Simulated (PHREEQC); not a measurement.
Dissolve 0.34 mol Ni(NO3)2, 0.00048 mol H3BO3 and 0.36 mol MnSO4 per kg of water at 20 °C. Closed to the air; pH follows from the charge balance.

All values are PHREEQC results (ion-association model, wateq4f.dat), not measurements.

The ionic strength comes out as 1.38 mol/kgw. What activity coefficients do NO3-, Mn+2, Ni+2, SO4-2, Ni(SO4)2-2 get?

NO3- 0.53, Mn+2 0.19, Ni+2 0.56, SO4-2 0.14, Ni(SO4)2-2 0.56.

This is a speciation only: nothing precipitates in the calculation. Ionic strength above about 0.7 mol/kgw puts this run outside the model's range.
